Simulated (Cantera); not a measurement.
Standard-state values (1 bar) from the NASA 1993 polynomials, evaluated with Cantera. Values are per mole of reaction as written; species without (g) are pure solids or liquids, kept so even where they would boil at 1 bar.

### Question
Between 698 and 2048 K, where is each reaction favourable under standard conditions?
- 2 HCl(g) + 2 PbO → Cl2(g) + H2O2(g) + 2 Pb(g)

### Answer
- 2 HCl(g) + 2 PbO → Cl2(g) + H2O2(g) + 2 Pb(g): ΔG° is 674 kJ at 698 K and 382 kJ at 2048 K; it stays positive (K < 1). ΔH° is 754 kJ and ΔS° 181 J/K at 2048 K.
